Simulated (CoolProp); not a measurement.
The fluid at 331.37 K and 0.0113 MPa flows at 0.14 m/s in a round tube of 50 mm bore and 45 µm roughness, fully developed (64/Re and Nu = 3.66 if laminar; Colebrook and Gnielinski if turbulent). The same conditions are run with several fluids, on thermodynamics alone (safety and materials aside).

Computed with CoolProp (reference Helmholtz-energy equation of state of each fluid (ethanol: Schroeder 2014; R507A: Lemmon 2003; sulfur hexafluoride: Guder 2009; oxygen: Schmidt 1985; C3F8 (R218): Lemmon 2006)). Blends and air are pseudo-pure fits.

Task: Rank ethanol, R507A, sulfur hexafluoride, oxygen, C3F8 (R218) by Reynolds number, highest first.

Result: C3F8 (R218) (390), sulfur hexafluoride (251), R507A (210), ethanol (136), oxygen (41.1)

```
fluid                Darcy friction factor  pressure drop (Pa/m)  heat-transfer coefficient (W/(m² K))  mass flow (kg/h)
-------------------  ---------------------  --------------------  ------------------------------------  ----------------
ethanol                              0.472                0.0176                                  1.35             0.188
R507A                                0.305                0.0243                                  1.16             0.402
sulfur hexafluoride                  0.255                0.0299                                  1.13             0.593
oxygen                                1.56                0.0400                                  2.11             0.130
C3F8 (R218)                          0.164                0.0248                                  1.11             0.764
```

Above 300 K oxygen's equation is extrapolated.

Transport values come from each fluid's own correlations; those of C3F8 (R218) are estimates that may be off by 10 % or more.
